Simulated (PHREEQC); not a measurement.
Solution (61 °C): 0.01 mol ZnSO4, 0.00018 mol H3BO3 and 6.9e-05 mol HCl per kg of water. Closed to the air; pH follows from the charge balance.

Model: ion-association model, wateq4f.dat, run in PHREEQC.

Q: The ionic strength comes out as 0.0257 mol/kgw. What activity coefficients do ZnCl+, HSO4-, H+, SO4-2, Zn+2 get?

A: ZnCl+ 0.85, HSO4- 0.85, H+ 0.87, SO4-2 0.53, Zn+2 0.54.

Precipitation was switched off in this run. Species that the database lacks are ignored. Away from 25 °C the constants follow the database's enthalpies or fits; those with neither stay at their 25 °C values.
